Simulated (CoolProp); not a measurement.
Vapour-liquid equilibrium of CF4 (R14) (1) + R13 (2) at 0.0816 MPa; x and y are mole fractions of (1).

Model: multi-fluid Helmholtz-energy mixture model, Platzer 1990 and Platzer 1990; pair parameters Bell 2016, in CoolProp. This equation is an older, rougher fit; its heat capacities, sound speeds and derivatives of the liquid may be far off and weren't checked against measurements.

Question: Give the bubble temperature and the first vapour's composition at x = 0.05, 0.65, 0.8. Is there an azeotrope?

Answer: x = 0.05: -96.3 °C, y = 0.498; x = 0.65: -126.1 °C, y = 0.977; x = 0.8: -128.4 °C, y = 0.988. No azeotrope shows between x = 0.05 and 0.95.

The pair parameters rest on a limited set of measurements; away from them the model extrapolates.
